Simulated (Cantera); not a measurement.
A closed system holds: 1 mol CsOH, 0.73 mol H2, held at 4350 Torr.

Method: chemical equilibrium by Gibbs-energy minimisation in Cantera with the NASA 1993 tables (ideal gas, pure condensed phases). Candidate condensed phases: Cs, CsOH, H2O; 15 gas species. The numbers say what is thermodynamically allowed, not how fast it happens.

Problem. Which condensed phases are stable at each of these points (T (K)): 1075, 1125, 1175, 1225, 1275, 1325, 1375, 1425, 1475, 1525, 1575, 1625, 1675?

Solution. 
| T (K) | condensed phases | Cs condensed (%) |
|---|---|---|
| 1075 | CsOH(l) | 97.2 |
| 1125 | CsOH(l) | 95.0 |
| 1175 | CsOH(l) | 91.3 |
| 1225 | CsOH(l) | 85.2 |
| 1275 | CsOH(l) | 74.5 |
| 1325 | CsOH(l) | 54.7 |
| 1375 | CsOH(l) | 11.5 |
| 1425 | gas only | 0.0 |
| 1475 | gas only | 0.0 |
| 1525 | gas only | 0.0 |
| 1575 | gas only | 0.0 |
| 1625 | gas only | 0.0 |
| 1675 | gas only | 0.0 |

From 1075 K to 1375 K the condensed part is CsOH(l). From 1425 K to 1675 K nothing is condensed.
